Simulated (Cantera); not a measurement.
A closed system holds: 1 mol SiCl₄, 7.9 mol H₂, held at 135 Torr.

These are equilibrium values from Cantera (NASA tables, ideal gas, pure condensed phases), not measurements of a reactor. Candidate condensed phases: Si; 19 gas species. The tables' values for SiCl₃ are old estimates; treat these amounts as uncertain. Equilibrium is a limit: real reactors are often held back by kinetics, nucleation or transport. All values below are at 1373 K.

Base state: H₂ 0.769, HCl 0.124, SiCl₂ 0.0471, SiCl₄ 0.0294, SiCl₃ 0.0173, SiHCl₃ 0.0115, SiH₂Cl₂ 0.000666, SiH₃Cl 1.10e-5 (mole fractions); condensed: gas only.

**Question.** What changes in the equilibrium state with this change: SiCl₄ replaced by Si?

**Answer.** 
```tsv
species	before	after
H₂	0.769	1.000
HCl	0.124	0
SiCl₂	0.0471	0
SiCl₄	0.0294	0
SiCl₃	0.0173	0
SiHCl₃	0.0115	0
SiH₂Cl₂	0.000666	0
SiH₃Cl	1.10e-5	0
Si(s), mol	0	1.000
```
